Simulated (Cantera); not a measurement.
# Gas-phase reforming

A perfectly stirred reactor is fed with CH4 : CO2 : H2 = 1 : 3.2 : 0.35 (molar parts), at 13300 Pa; it is held at 2075 K, and followed from long to short residence time.

Model: GRI-Mech 3.0 (53 species, 325 reactions), integrated in Cantera.

```csv
τ (s),x CH4,x CO2,x H2,x O,x HCO,x CH3,x HO2
1.3,0.000306,0.135,0.156,1.46e-6,6.47e-8,5.57e-5,2.74e-10
0.63,0.000661,0.136,0.156,1.34e-6,9.55e-8,0.000116,2.59e-10
0.31,0.00131,0.138,0.155,1.26e-6,1.53e-7,0.000224,2.54e-10
0.15,0.00247,0.143,0.152,1.16e-6,2.57e-7,0.000416,2.53e-10
0.073,0.00435,0.154,0.146,9.95e-7,4.27e-7,0.000718,2.61e-10
0.035,0.00730,0.178,0.136,7.58e-7,6.96e-7,0.00117,2.82e-10
0.017,0.0119,0.219,0.123,5.29e-7,1.08e-6,0.00179,3.19e-10
0.0084,0.0194,0.277,0.116,3.65e-7,1.58e-6,0.00264,3.52e-10
```
x: mole fraction; the columns are a selection and need not sum to one.
